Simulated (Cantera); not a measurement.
Cantera run:

```python
import numpy as np
import cantera as ct

gas_names = """
    F FO FO2 F2 F2O H HF HOF HO2 H2 H2F2 H2O H2O2 H3F3 H4F4 H5F5 H6F6 H7F7 O OH O2 O3
""".split()
cond_names = """
    H2O(s) H2O(L)
""".split()


# ... load() reads the species with a 1 bar reference pressure and builds the phases ...
atoms = {
    'HF': {'H': 1, 'F': 1},
    'H2': {'H': 2},
    'O2': {'O': 2},
}
top_T = {}  # K; cautious upper limits of use, not melting points


# ... equilibrate(T, P, feed) seeds the gas with the atoms and calls Mixture.equilibrate('TP', solver="vcs", rtol=1e-11, max_steps=5000) ...
results = []
feed = {'HF': 1, 'H2': 0.036, 'O2': 2.5}  # mol
P = 133.322  # Pa
for T in [1425, 1475, 1525, 1575, 1625, 1675, 1725, 1775, 1825]:
    mix = equilibrate(T, P, feed)
    results.append((T, P, feed, dict(zip(mix.species_names, mix.species_moles))))

top = {s: max(r[3][s] / sum(r[3][g] for g in gas_names) for r in results) for s in gas_names}
cols = sorted((s for s in top if top[s] > 1e-06), key=lambda s: -top[s])[:8]
seen = [c for c in cond_names if any(r[3].get(c, 0) > 1e-12 for r in results)]
print("log10 of partial pressures in bar; condensed amounts in mol")
print(f"{'T/K':>10s}" + "".join(f"{s[:9]:>10s}" for s in cols + seen))
for T, P, feed, n in results:
    ng = sum(n[g] for g in gas_names)
    print(f"{T:10.4g}" + "".join(f"{np.log10(max(n[s] / ng * P / 1e5, 1e-99)):10.3f}" for s in cols)
          + "".join(f"{n.get(c, 0):10.4g}" for c in seen))
```

Output:

```
log10 of partial pressures in bar; condensed amounts in mol
       T/K        O2        HF       H2O         O        OH         F         H        H2
      1425    -3.027    -3.421    -4.867    -7.371    -6.926    -8.628    -9.934    -9.535
      1475    -3.027    -3.421    -4.868    -7.055    -6.724    -8.337    -9.500    -9.226
      1525    -3.027    -3.421    -4.870    -6.760    -6.536    -8.063    -9.094    -8.937
      1575    -3.027    -3.422    -4.872    -6.484    -6.360    -7.807    -8.715    -8.667
      1625    -3.027    -3.422    -4.875    -6.224    -6.195    -7.566    -8.359    -8.414
      1675    -3.027    -3.422    -4.880    -5.980    -6.041    -7.338    -8.024    -8.178
      1725    -3.028    -3.422    -4.886    -5.750    -5.897    -7.123    -7.710    -7.957
      1775    -3.028    -3.422    -4.893    -5.533    -5.762    -6.918    -7.414    -7.751
      1825    -3.029    -3.423    -4.904    -5.328    -5.636    -6.724    -7.135    -7.558
```

Method: chemical equilibrium by Gibbs-energy minimisation in Cantera with the NASA 1993 tables (ideal gas, pure condensed phases).
